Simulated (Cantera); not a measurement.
Input: 1 mol SiH₄, 0.11 mol Cl₂, 7.5 mol H₂, at 950 K and 0.133 bar.

Equilibrium computed with Cantera from the NASA thermochemical tables; the gas is ideal and each condensed phase is pure. Candidate condensed phases: Si; 19 gas species. The tables' values for SiCl₃ are old estimates; treat these amounts as uncertain. Rates play no part.

Base state: H₂ 0.990, HCl 0.00511, SiCl₄ 0.00259, SiHCl₃ 0.00230, SiH₂Cl₂ 0.000207, SiCl₃ 5.59e-5, SiCl₂ 4.03e-5 (mole fractions); condensed: Si(s).

Question: What changes in the equilibrium state with this change: temperature from 950 K to 1098.15 K?

Answer: 
```
species       before     after
----------  --------  --------
H₂             0.990     0.983
HCl          0.00511    0.0136
SiHCl₃       0.00230   0.00114
SiCl₄        0.00259   0.00108
SiCl₂        4.03e-5  0.000384
SiCl₃        5.59e-5  0.000172
SiH₂Cl₂     0.000207  0.000143
Si(s), mol     0.950     0.972
```
